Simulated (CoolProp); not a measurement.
Values from CoolProp's reference Helmholtz-energy equation of state, Lemmon and Jacobsen 2000.

Give the vapour pressure (MPa), enthalpy of vaporisation (kJ/kg), liquid viscosity (µPa s), liquid conductivity (mW/(m K)) of saturated R143a at -71.75, -65.35, -27.25 °C.


| T (°C) | p (MPa) | enthalpy of vaporisation (kJ/kg) | liquid viscosity (µPa s) | liquid conductivity (mW/(m K)) |
|---|---|---|---|---|
| -71.75 | 0.0269 | 243 | 281 | 114 |
| -65.35 | 0.0394 | 239 | 262 | 111 |
| -27.25 | 0.240 | 212 | 181 | 92.4 |

Viscosity comes from a separate model (Klein 1997), an estimate that may be off by 10 % or more. Thermal conductivity comes from a separate model (McLinden 2000), an estimate that may be off by 10 % or more.
